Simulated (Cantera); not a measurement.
An isothermal, constant-pressure homogeneous reactor starts with NO : N2 = 1 : 0.2 (molar parts), at 1775 K and 4400 Pa. Integrator tolerance rtol = 1e-08.

Cantera simulation using GRI-Mech 3.0 (53 species, 325 reactions); the numbers are that mechanism's predictions, not measurements. Radical loss at walls, strong at low pressure, is not modelled.

Task: What does this change do: temperature 1775 to 2200 K?

Result: 
| quantity | before | after |
|---|---|---|
| x(NO) at 200 s | 0.0759 (gas-phase equilibrium 0.00462) | 0.0150 (gas-phase equilibrium 0.0150) |
| x(N2O) at 200 s | 1.64e-6 (gas-phase equilibrium 4.80e-8) | 1.49e-7 (gas-phase equilibrium 1.49e-7) |
| x(O) at 200 s | 0.000284 (gas-phase equilibrium 0.000295) | 0.00824 (gas-phase equilibrium 0.00824) |
| x(O2) at 200 s | 0.378 (gas-phase equilibrium 0.414) | 0.403 (gas-phase equilibrium 0.403) |
| x(N2) at 200 s | 0.545 (gas-phase equilibrium 0.581) | 0.573 (gas-phase equilibrium 0.573) |
| x(NO2) at 200 s | 5.63e-5 (gas-phase equilibrium 3.59e-6) | 5.54e-6 (gas-phase equilibrium 5.54e-6) |

Task: What does this change do: temperature 1775 to 1673 K?

Result: 
```json
[
 {"quantity": "x(NO) at 200 s", "before": "0.0759 (gas-phase equilibrium 0.00462)", "after": "0.353 (gas-phase equilibrium 0.00317)"},
 {"quantity": "x(N2O) at 200 s", "before": "1.64e-6 (gas-phase equilibrium 4.80e-8)", "after": "3.70e-5 (gas-phase equilibrium 3.36e-8)"},
 {"quantity": "x(O) at 200 s", "before": "0.000284 (gas-phase equilibrium 0.000295)", "after": "8.03e-5 (gas-phase equilibrium 0.000103)"},
 {"quantity": "x(O2) at 200 s", "before": "0.378 (gas-phase equilibrium 0.414)", "after": "0.240 (gas-phase equilibrium 0.415)"},
 {"quantity": "x(N2) at 200 s", "before": "0.545 (gas-phase equilibrium 0.581)", "after": "0.407 (gas-phase equilibrium 0.582)"},
 {"quantity": "x(NO2) at 200 s", "before": "5.63e-5 (gas-phase equilibrium 3.59e-6)", "after": "0.000261 (gas-phase equilibrium 3.12e-6)"}
]
```
